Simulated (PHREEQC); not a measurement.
A solution holds 48 mmol/kgw HF, 0.74 mmol/kgw NH4F, 2.42 mmol/kgw H2SiF6 and 0.042 mmol/kgw HCl, at 25 °C. Closed to the air; pH follows from the charge balance.

The numbers come from PHREEQC with the ion-association model, phreeqc.dat.

Question: The ionic strength comes out as 0.0120 mol/kgw. What activity coefficients do F-, SiF6-2, H+, NH4+, Cl- get?

Answer: F- 0.89, SiF6-2 0.65, H+ 0.91, NH4+ 0.89, Cl- 0.89.

This is a speciation only: nothing precipitates in the calculation. SiF6-2 is the database's only silicon fluoride.
